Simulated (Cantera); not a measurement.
**Carbothermic reduction: Fe₂O₃ + CH₄ + CO**

A closed system holds: 1 mol Fe₂O₃, a varied amount of CH₄, 0.043 mol CO, at 1600 K and 100 Torr.

These are equilibrium values from Cantera (NASA tables, ideal gas, pure condensed phases), not measurements of a reactor. Candidate condensed phases: C, C₆H₆, C₇H₈, C₈H₁₈, Fe, Fe(CO)₅, FeO, Fe(OH)₂, Fe(OH)₃, Fe₂O₃, Fe₃O₄, H₂O; 114 gas species. Iron dissolves carbon and melts from about 1420 K in contact with it, which pure phases cannot show. Mutual solubility and eutectic melting of coexisting phases are not modelled. The tables' stoichiometric FeO is somewhat more stable than real wüstite, so its field is too wide. FeO: taken at fixed stoichiometry. Condensed phases not in the tables: cementite and carbon dissolved in iron. Rates play no part.

From 0.35 mol CH₄ to 0.56 mol CH₄ the condensed part is FeO(s). From 0.71 mol CH₄ to 1.4 mol CH₄ the condensed part is Fe(γ) + FeO(s). From 1.8 mol CH₄ to 2.9 mol CH₄ the condensed part is Fe(γ). At 3.7 mol CH₄ the condensed part is C(graphite) + Fe(γ). The main Fe-bearing gas is Fe(OH)₂ at 0.35 mol CH₄ and Fe at 3.7 mol CH₄.

| n(CH₄) (mol) | x H₂ | x H₂O | x CO | x CO₂ | n FeO(s) | n Fe(γ) | n C(graphite) |
|---|---|---|---|---|---|---|---|
| 0.35 | 0.199 | 0.442 | 0.207 | 0.153 | 2.00 | 0 | 0 |
| 0.44 | 0.323 | 0.322 | 0.266 | 0.0883 | 2.00 | 0 | 0 |
| 0.56 | 0.442 | 0.208 | 0.303 | 0.0474 | 2.00 | 0 | 0 |
| 0.71 | 0.448 | 0.205 | 0.301 | 0.0458 | 1.74 | 0.256 | 0 |
| 0.9 | 0.450 | 0.206 | 0.298 | 0.0455 | 1.41 | 0.590 | 0 |
| 1.1 | 0.451 | 0.207 | 0.297 | 0.0452 | 1.06 | 0.942 | 0 |
| 1.4 | 0.453 | 0.207 | 0.295 | 0.0450 | 0.530 | 1.47 | 0 |
| 1.8 | 0.479 | 0.182 | 0.301 | 0.0381 | 0 | 2.00 | 0 |
| 2.3 | 0.577 | 0.0850 | 0.322 | 0.0158 | 0 | 2.00 | 0 |
| 2.9 | 0.654 | 0.00977 | 0.335 | 0.00167 | 0 | 2.00 | 0 |
| 3.7 | 0.708 | 2.41e-5 | 0.291 | 3.29e-6 | 0 | 2.00 | 0.699 |
x: gas mole fraction; n: condensed amount in mol.
